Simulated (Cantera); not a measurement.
A Cantera script and what it prints.

```python
import numpy as np
import cantera as ct

gas_names = [...]  # 87 gases of nasa_gas.yaml made of C, H, Si
cond_names = """
    C(gr) C6H6(L) C7H8(L) C8H18(L),n-octa Si(cr) Si(L) SiC(b)
""".split()


# ... load() reads the species with a 1 bar reference pressure and builds the phases ...
atoms = {
    'Si(CH3)4': {'Si': 1, 'C': 4, 'H': 12},
    'CH4': {'C': 1, 'H': 4},
    'H2': {'H': 2},
}
top_T = {'C(gr)': 4500, 'SiC(b)': 3050}  # K; cautious upper limits of use, not melting points


# ... equilibrate(T, P, feed) seeds the gas with the atoms and calls Mixture.equilibrate('TP', solver="vcs", rtol=1e-11, max_steps=5000) ...
results = []
feed = {'Si(CH3)4': 1, 'CH4': 1, 'H2': 1700}  # mol
P = 10000  # Pa
for T in [1248, 1348, 1448, 1548, 1648, 1748, 1848, 1948, 2048, 2148, 2248, 2348, 2448]:
    mix = equilibrate(T, P, feed)
    results.append((T, P, feed, dict(zip(mix.species_names, mix.species_moles))))

top = {s: max(r[3][s] / sum(r[3][g] for g in gas_names) for r in results) for s in gas_names}
cols = sorted((s for s in top if top[s] > 0.0001), key=lambda s: -top[s])[:5]
seen = [c for c in cond_names if any(r[3].get(c, 0) > 1e-12 for r in results)]
print("log10 of partial pressures in bar; condensed amounts in mol")
print(f"{'T/K':>10s}" + "".join(f"{s[:9]:>10s}" for s in cols + seen))
for T, P, feed, n in results:
    ng = sum(n[g] for g in gas_names)
    print(f"{T:10.4g}" + "".join(f"{np.log10(max(n[s] / ng * P / 1e5, 1e-99)):10.3f}" for s in cols)
          + "".join(f"{n.get(c, 0):10.4g}" for c in seen))
```

It prints:

```
log10 of partial pressures in bar; condensed amounts in mol
       T/K        H2         H C2H2,acet       CH4        Si     C(gr)    SiC(b)
      1248    -1.000    -6.831    -7.614    -3.954   -13.761     2.101         1
      1348    -1.000    -6.136    -6.920    -4.235   -12.150         3         1
      1448    -1.000    -5.535    -6.323    -4.477   -10.763     3.413         1
      1548    -1.000    -5.012    -5.804    -4.688    -9.556     3.595    0.9999
      1648    -1.000    -4.550    -5.350    -4.873    -8.498     3.617    0.9997
      1748    -1.000    -4.141    -4.948    -5.037    -7.562     3.455    0.9987
      1848    -1.001    -3.776    -4.590    -5.183    -6.728      3.01    0.9935
      1948    -1.002    -3.448    -4.270    -5.314    -5.981       2.1    0.9704
      2048    -1.004    -3.152    -3.983    -5.433    -5.307    0.4719    0.8739
      2148    -1.006    -2.883    -3.887    -5.624    -4.616         0    0.4119
      2248    -1.011    -2.639    -3.853    -5.827    -4.351         0         0
      2348    -1.018    -2.417    -3.854    -6.032    -4.323         0         0
      2448    -1.028    -2.215    -3.859    -6.227    -4.310         0         0
```

Method: chemical equilibrium by Gibbs-energy minimisation in Cantera with the NASA 1993 tables (ideal gas, pure condensed phases). Gases not in the tables: Si2H6 and higher silanes.
